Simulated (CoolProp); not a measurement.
A single-stage vapour-compression cycle with the fluid: evaporating at 273.15 K (dew point), condensing at 333.15 K (bubble point), superheat 5 K, subcooling 5 K, compressor efficiency 0.85, no pressure losses. The same conditions are run with several fluids, on thermodynamics alone (safety and materials aside).

Values from CoolProp's reference Helmholtz-energy equation of state of each fluid (n-pentane: Thol 2019; R1132(E): Akasaka 2024; cyclopentane: Gedanitz 2015; R245fa: Akasaka 2015; vinyl chloride: Thol 2022; R142b: Lemmon 2006).

Q: Rank n-pentane, R1132(E), cyclopentane, R245fa, vinyl chloride, R142b by cooling COP, highest first.

A: cyclopentane (3.33), vinyl chloride (3.20), n-pentane (3.10), R142b (3.05), R245fa (3.03), R1132(E) (2.53)

```
fluid           pressure ratio  discharge temperature (K)  refrigerating effect (kJ/kg)  volumetric capacity (kJ/m³)
--------------  --------------  -------------------------  ----------------------------  ---------------------------
n-pentane                 8.78                      333.2                           264                          205
R1132(E)                  4.59                      366.2                           150                         3900
cyclopentane              10.0                      357.8                           328                          143
R245fa                    8.68                      337.7                           136                          430
vinyl chloride            5.75                      378.7                           263                         1280
R142b                     6.06                      347.7                           149                          986
```

The compression ends wet for: n-pentane.
